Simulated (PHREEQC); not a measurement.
Dissolve 0.024 mol (NH4)2SiF6 per kg of water at 25 °C. Closed to the air; pH follows from the charge balance.

All values are PHREEQC results (ion-association model, phreeqc.dat), not measurements.

This is a speciation only: nothing precipitates in the calculation.

**Question.** Estimate the pH, density.

**Answer.** pH 3.14; density 0.999 g/cm³.

**Question.** In which forms is F present?

**Answer.** SiF6-2 97 %, F- 1.6 %, HF 1.3 % of the F.

The solution is supersaturated, for example in Quartz (slow to form), Chalcedony (slow to form), so a real one may precipitate; this is no full list. Species that the database lacks are ignored. SiF6-2 is the database's only silicon fluoride.
